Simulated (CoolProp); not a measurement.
A simple Rankine cycle with n-butane: condensing at 325.15 K, boiler at 2.33 MPa, turbine inlet 436.1 K, turbine efficiency 0.75, pump efficiency 0.6, no recuperator. Each further row changes one setting.

Model: reference Helmholtz-energy equation of state, Bücker 2006, in CoolProp.

| case | thermal efficiency (%) | net work (kJ/kg) | heat in (kJ/kg) | turbine exit temperature (K) | volume ratio over the turbine |
|---|---|---|---|---|---|
| as stated | 9.8 | 51.3 | 524 | 393.2 | 4.87 |
| turbine inlet 456.1 K | 9.7 | 55.8 | 578 | 415.1 | 4.73 |
| condensing temperature 317.15 K | 10.9 | 59.2 | 545 | 388.3 | 6.01 |
| boiler pressure 1.63 MPa | 7.8 | 42.5 | 544 | 406.1 | 3.22 |
| turbine efficiency 0.65 | 8.3 | 43.7 | 524 | 396.6 | 4.93 |
